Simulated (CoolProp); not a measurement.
The numbers come from the reference Helmholtz-energy equation of state, Smukala 2000 in CoolProp.

Problem. For ethylene, give the phase and the density (kg/m³), cp (kJ/(kg K)), cv (kJ/(kg K)), isothermal compressibility (1/MPa) at 141.9 K and 84 bar.

Solution. 
- 141.9 K and 84 bar: liquid; density 611, cp 2.38, cv 1.47, isothermal compressibility 0.00109
